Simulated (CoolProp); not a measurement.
Propane along the isotherm 410.9 K: Z from the reference equation and from simpler models built on Tc = 369.9 K, pc = 42.51 bar, ω = 0.152; each cubic takes its own stable root.

The numbers come from the reference Helmholtz-energy equation of state, Lemmon 2009 in CoolProp.

```json
[
 {"p (bar)": "6.64", "phase": "gas", "reference": "0.9614"},
 {"p (bar)": "13.3", "phase": "gas", "reference": "0.9209"},
 {"p (bar)": "19.9", "phase": "gas", "reference": "0.8787"},
 {"p (bar)": "26.6", "phase": "gas", "reference": "0.8335"},
 {"p (bar)": "33.2", "phase": "gas", "reference": "0.7861"},
 {"p (bar)": "39.9", "phase": "gas", "reference": "0.7346"},
 {"p (bar)": "46.5", "phase": "supercritical", "reference": "0.6799"},
 {"p (bar)": "53.1", "phase": "supercritical", "reference": "0.6212"},
 {"p (bar)": "59.8", "phase": "supercritical", "reference": "0.5586"},
 {"p (bar)": "66.4", "phase": "supercritical", "reference": "0.4990"},
 {"p (bar)": "73.1", "phase": "supercritical", "reference": "0.4515"},
 {"p (bar)": "79.7", "phase": "supercritical", "reference": "0.4255"},
 {"p (bar)": "86.4", "phase": "supercritical", "reference": "0.4165"},
 {"p (bar)": "93", "phase": "supercritical", "reference": "0.4177"},
 {"p (bar)": "99.6", "phase": "supercritical", "reference": "0.4245"},
 {"p (bar)": "106", "phase": "supercritical", "reference": "0.4343"}
]
```

Question: How far does each simpler model (van der Waals, Redlich-Kwong, Soave-Redlich-Kwong, Peng-Robinson) lie from the reference over these 16 states: mean and median of the absolute difference, and the worst?

Answer: 
- van der Waals: mean 6.6 %, median 3.8 %, worst +20.8 % at 410.9 K and 106 bar
- Redlich-Kwong: mean 3.1 %, median 1.7 %, worst +8.6 % at 410.9 K and 106 bar
- Soave-Redlich-Kwong: mean 5.8 %, median 3.1 %, worst +13.9 % at 410.9 K and 93 bar
- Peng-Robinson: mean 2.9 %, median 2.8 %, worst +5.5 % at 410.9 K and 86.4 bar
